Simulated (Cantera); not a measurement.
An isothermal, constant-pressure homogeneous reactor starts with 0.901 % C2H6, 99.1 % N2, at 1175 K and 13300 Pa.

Model: GRI-Mech 3.0 (53 species, 325 reactions), integrated in Cantera. GRI-Mech 3.0 stops at C3 and has no aromatics, soot or wall deposition, so with more carbon than oxygen in the feed, carbon stays in small species such as C2H2 where larger ones or solid carbon would form.

x: mole fraction; the columns are a selection and need not sum to one.

```json
[
 {"t (s)": "5.00e-6", "x C2H6": "0.00901", "x H": "5.27e-12", "x CH4": "8.93e-12", "x C2H4": "<1e-12", "x CH3": "1.89e-8"},
 {"t (s)": "4.46e-5", "x C2H6": "0.00901", "x H": "1.25e-10", "x CH4": "7.07e-10", "x C2H4": "1.51e-10", "x CH3": "[?]"},
 {"t (s)": "0.000398", "x C2H6": "0.00901", "x H": "1.37e-8", "x CH4": "5.50e-8", "x C2H4": "8.10e-8", "x CH3": "1.44e-6"},
 {"t (s)": "0.00355", "x C2H6": "0.00896", "x H": "7.01e-7", "x CH4": "3.60e-6", "x C2H4": "3.95e-5", "x CH3": "9.62e-6"},
 {"t (s)": "0.0316", "x C2H6": "0.00748", "x H": "1.56e-6", "x CH4": "0.000110", "x C2H4": "0.00141", "x CH3": "1.86e-5"},
 {"t (s)": "0.282", "x C2H6": "0.000808", "x H": "2.03e-6", "x CH4": "0.000815", "x C2H4": "0.00631", "x CH3": "5.22e-6"},
 {"t (s)": "2.51", "x C2H6": "[?]", "x H": "[?]", "x CH4": "0.000942", "x C2H4": "[?]", "x CH3": "[?]"},
 {"t (s)": "22.4", "x C2H6": "4.76e-7", "x H": "9.47e-8", "x CH4": "0.000949", "x C2H4": "0.00140", "x CH3": "1.13e-7"},
 {"t (s)": "200", "x C2H6": "1.03e-7", "x H": "5.62e-8", "x CH4": "0.000955", "x C2H4": "0.000311", "x CH3": "6.35e-8"}
]
```

Problem. Fill in the missing entries.

Solution. 
- 4.46e-5, x CH3: 1.68e-7
- 2.51, x C2H6: 3.86e-6
- 2.51, x H: 2.26e-7
- 2.51, x C2H4: 0.00384
- 2.51, x CH3: 3.11e-7
